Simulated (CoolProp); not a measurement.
Properties of isohexane along the isobar 10100 kPa.

Values from CoolProp's reference Helmholtz-energy equation of state, Lemmon 2006. It is a short technical equation, of lower accuracy than the large ones.

| T (K) | phase | cp (kJ/(kg K)) | cv (kJ/(kg K)) |
|---|---|---|---|
| 195.3 | liquid | 1.823 | 1.360 |
| 220.1 | liquid | 1.898 | 1.436 |
| 244.8 | liquid | 1.988 | 1.524 |
| 269.6 | liquid | 2.088 | 1.620 |
| 294.4 | liquid | 2.195 | (withheld) |
| 319.1 | liquid | (withheld) | 1.822 |
| 343.9 | liquid | (withheld) | (withheld) |
| 368.7 | liquid | (withheld) | 2.028 |
| 393.4 | liquid | 2.659 | 2.130 |
| 418.2 | liquid | 2.783 | (withheld) |
| 442.9 | liquid | 2.909 | (withheld) |
| 467.7 | liquid | (withheld) | 2.431 |
| 492.5 | liquid | 3.171 | 2.528 |

Task: What belongs in the gaps?

Result: 
- 294.4, cv (kJ/(kg K)): 1.720
- 319.1, cp (kJ/(kg K)): 2.306
- 343.9, cp (kJ/(kg K)): 2.421
- 343.9, cv (kJ/(kg K)): 1.925
- 368.7, cp (kJ/(kg K)): 2.539
- 418.2, cv (kJ/(kg K)): 2.232
- 442.9, cv (kJ/(kg K)): 2.332
- 467.7, cp (kJ/(kg K)): 3.038
